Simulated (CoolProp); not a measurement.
Aqueous potassium formate as a coolant, at -10 °C, 1 atm.

Model: Melinder's fits for secondary coolants, in CoolProp.

| mass % | freezing point (°C) | conductivity (W/(m K)) | Prandtl number | viscosity (mPa s) | density (kg/m³) |
|---|---|---|---|---|---|
| 21.4 | -12.8 | 0.519 | 20.5 | 3.15 | 1140 |
| 25.5 | -16.4 | 0.512 | 21.3 | 3.37 | 1168 |
| 29.6 | -20.7 | 0.505 | 22.2 | 3.61 | 1197 |
| 33.7 | -25.7 | 0.497 | 23.3 | 3.87 | 1227 |
| 37.9 | -31.7 | 0.487 | 24.7 | 4.18 | 1258 |
| 42 | -38.4 | 0.477 | 26.9 | 4.62 | 1289 |
